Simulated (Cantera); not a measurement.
# Hydrogen reduction and annealing atmospheres: V₂O₃ + H₂ + N₂

Input: 1 mol V₂O₃, 17 mol H₂, 14 mol N₂, held at 101000 Pa.

Equilibrium computed with Cantera from the NASA thermochemical tables; the gas is ideal and each condensed phase is pure. Candidate condensed phases: H₂O, V, VN, VO, V₂O₃, V₂O₄, V₂O₅; 28 gas species. Mutual solubility and eutectic melting of coexisting phases are not modelled. VO: taken at fixed stoichiometry. Condensed phases not in the tables: the oxides between V₂O₃ and V₂O₅ other than VO₂. Kinetics and transport are ignored.

From 1798 K to 2048 K the condensed part is VO(s) + V₂O₃(s). From 2098 K to 2148 K the condensed part is VO(l) + V₂O₃(s). The main V-bearing gas is VO₂ throughout.

| T (K) | x H₂ | x N₂ | x H₂O | x H | n VO(s) | n V₂O₃(s) | n VO(l) |
|---|---|---|---|---|---|---|---|
| 1798 | 0.540 | 0.452 | 0.00784 | 0.000257 | 0.486 | 0.757 | 0 |
| 1848 | 0.539 | 0.452 | 0.00943 | 0.000387 | 0.585 | 0.707 | 0 |
| 1898 | 0.537 | 0.451 | 0.0112 | 0.000569 | 0.697 | 0.652 | 0 |
| 1948 | 0.535 | 0.451 | 0.0132 | 0.000821 | 0.821 | 0.589 | 0 |
| 1998 | 0.532 | 0.451 | 0.0155 | 0.00116 | 0.960 | 0.520 | 0 |
| 2048 | 0.529 | 0.451 | 0.0179 | 0.00162 | 1.11 | 0.443 | 0 |
| 2098 | 0.524 | 0.451 | 0.0228 | 0.00221 | 0 | 0.291 | 1.42 |
| 2148 | 0.516 | 0.451 | 0.0297 | 0.00297 | 0 | 0.0719 | 1.85 |
x: gas mole fraction; n: condensed amount in mol.
